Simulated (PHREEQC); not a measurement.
Make-up at 25 °C: 0.0014 mol H3PO4, 7.8e-05 mol HNO3 and 2e-06 mol H4SiO4 per kg of water. Closed to the air; pH follows from the charge balance.

Computed with PHREEQC (ion-association model, phreeqc.dat).

Precipitation was switched off in this run.

Question: What pH, ionic strength, specific conductance does the model give?

Answer: pH 2.91; ionic strength 0.00127 mol/kgw; specific conductance 474 µS/cm.

Question: In which forms is P present?

Answer: H2PO4- 85 %, H3PO4 15 % of the P.
